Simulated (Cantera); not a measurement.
Input: 1 mol BN, 150 mol H₂, 0.65 mol N₂, at 898 K and 0.0133 bar.

Equilibrium computed with Cantera from the NASA thermochemical tables; the gas is ideal and each condensed phase is pure. Candidate condensed phases: B, BN; 15 gas species. Kinetics and transport are ignored.

Base state: H₂ 0.996, N₂ 0.00431 (mole fractions); condensed: BN(s).

Question: What changes in the equilibrium state with this change: temperature from 898 K to 1898.15 K?

Answer: 
```
species      before     after
----------  -------  --------
H₂            0.996     0.989
H             <1e-9   0.00674
N₂          0.00431   0.00438
BH₂           <1e-9  0.000159
BN(s), mol     1.00     0.975
```
The tables' values for BH₂ are old estimates; treat these amounts as uncertain.
